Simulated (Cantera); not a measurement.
A Cantera script and what it prints.

```python
import numpy as np
import cantera as ct

gas_names = """
    F F2 H HF H2 H2F2 H3F3 H4F4 H5F5 H6F6 H7F7 Si SiF SiF2 SiF3 SiF4 SiH SiHF3 SiH2 SiH2F2 SiH3 SiH3F
    SiH4 Si2 Si3
""".split()
cond_names = """
    Si(cr) Si(L)
""".split()


# ... load() reads the species with a 1 bar reference pressure and builds the phases ...
atoms = {
    'SiF4': {'Si': 1, 'F': 4},
    'H2': {'H': 2},
}
top_T = {}  # K; cautious upper limits of use, not melting points


# ... equilibrate(T, P, feed) seeds the gas with the atoms and calls Mixture.equilibrate('TP', solver="vcs", rtol=1e-11, max_steps=5000) ...
results = []
feed = {'SiF4': 1, 'H2': 89}  # mol
T = 1225  # K
P = 1200  # Pa
mix = equilibrate(T, P, feed)
results.append((T, P, feed, dict(zip(mix.species_names, mix.species_moles))))
print(gas.report(threshold=0.001))
for i in range(1, mix.n_phases):
    print(f"{mix.phase(i).name:16s} {mix.phase_moles(i):12.5e} mol")
```

Result:

```
       temperature   1225 K
          pressure   1200 Pa
           density   0.00037106 kg/m^3
  mean mol. weight   3.1494 kg/kmol
   phase of matter   gas

                          1 kg             1 kmol
                     ---------------   ---------------
          enthalpy        3.3314e+06        1.0492e+07  J
   internal energy             97414         3.068e+05  J
           entropy             67481        2.1253e+05  J/K
    Gibbs function       -7.9333e+07       -2.4985e+08  J
 heat capacity c_p             10160             31997  J/K
 heat capacity c_v            7519.6             23682  J/K

                      mass frac. Y      mole frac. X     chem. pot. / RT
                     ---------------   ---------------   ---------------
                H2           0.63243           0.98799           -22.468
              SiF4           0.33814          0.010232           -208.55
     [  +23 minor]          0.029432         0.0017815

Si(cr)            0.00000e+00 mol
```

Equilibrium computed with Cantera from the NASA thermochemical tables; the gas is ideal and each condensed phase is pure. The tables' values for SiF3, SiF2 are old estimates; treat these amounts as uncertain.
